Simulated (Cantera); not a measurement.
# Equilibrium for boron, boron nitride and boron oxide: B2H6 + H2O + H2

Feed: 1 mol B2H6, 1.5 mol H2O, 4.2 mol H2, at 75.0 Torr.

These are equilibrium values from Cantera (NASA tables, ideal gas, pure condensed phases), not measurements of a reactor. Candidate condensed phases: B, B2O3, B3O3H3, H2O; 23 gas species. The feed counts by its element totals alone. The tables' values for BH2 are old estimates; treat these amounts as uncertain. Gases not in the tables: B2H6 and higher boranes. Kinetics and transport are ignored.

```csv
T (K),x H2,x HBO,x B2O2,x BO,n B(s)
1775,0.882,0.0792,0.0283,0.00141,0.571
1800,0.880,0.0812,0.0285,0.00175,0.563
1825,0.879,0.0831,0.0285,0.00214,0.555
1850,0.877,0.0848,0.0285,0.00260,0.548
1875,0.875,0.0863,0.0283,0.00314,0.542
1900,0.874,0.0876,0.0280,0.00377,0.536
1925,0.872,0.0888,0.0277,0.00449,0.531
1950,0.871,0.0898,0.0273,0.00532,0.527
1975,0.869,0.0907,0.0268,0.00626,0.522
2000,0.867,0.0914,0.0263,0.00733,0.519
2025,0.865,0.0920,0.0257,0.00853,0.515
2050,0.863,0.0924,0.0250,0.00988,0.512
2075,0.861,0.0926,0.0244,0.0114,0.508
2100,0.859,0.0927,0.0236,0.0130,0.505
```
x: gas mole fraction; n: condensed amount in mol.

From 1775 K to 2100 K the condensed part is B(s). The main B-bearing gas is HBO throughout. The share of B in condensed phases is highest at 1775 K (28.6 %) and lowest at 2100 K (25.3 %).
